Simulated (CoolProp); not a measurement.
Computed with CoolProp (reference Helmholtz-energy equation of state, Lemmon 2006). It is a short technical equation, of lower accuracy than the large ones.

Give the vapour pressure (kPa), enthalpy of vaporisation (kJ/kg), surface tension (mN/m) of saturated toluene at 223.75 °C.


```
T (°C)  p (kPa)  enthalpy of vaporisation (kJ/kg)  surface tension (mN/m)
------  -------  --------------------------------  ----------------------
223.75     1120                               266                    6.49
```

Surface tension comes from a separate correlation (Mulero 2012).
